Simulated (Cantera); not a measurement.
Input: 1 mol CH2F2, 1.2 mol CH4, 13 mol H2, held at 0.220 bar.

Equilibrium computed with Cantera from the NASA thermochemical tables; the gas is ideal and each condensed phase is pure. Candidate condensed phases: C, C6H6, C7H8, C8H18; 95 gas species. The numbers say what is thermodynamically allowed, not how fast it happens.

Q: What share of the C ends up in condensed phases as a function of T (K), at 1923, 2123, 2323, 2523, 2723, 2923, 3123, 3323?

A: 
```tsv
T (K)	C condensed (%)	as
1923	99.3	C(graphite)
2123	97.6	C(graphite)
2323	93.3	C(graphite)
2523	83.7	C(graphite)
2723	66.0	C(graphite)
2923	35.6	C(graphite)
3123	0.0	-
3323	0.0	-
```
